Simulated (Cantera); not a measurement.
A freely propagating, adiabatic, planar premixed flame of H₂ : O₂ : N₂ : H₂O = 1 : 0.238 : 0.895 : 0.46 (molar parts), unburnt at 600 K and 101000 Pa; mixture-averaged transport, grid criteria slope 0.08 and curve 0.16, no radiation.

Detailed kinetics in Cantera: the H2/O2 subset of GRI-Mech 3.0, which has no nitrogen chemistry. Burning velocities carry a grid error of a few per cent, more on coarse grids.

**Question.** What does this change do: inlet temperature 600 to 723 K?

**Answer.** 
| quantity | before | after |
|---|---|---|
| laminar burning velocity | 621 cm/s | 936 cm/s |
| thermal thickness | 0.390 mm | 0.436 mm |
| peak x(O) | 0.00184 | 0.00237 |
| peak x(OH) | 0.00346 | 0.00467 |
| peak x(HO₂) | 0.000410 | 0.000318 |
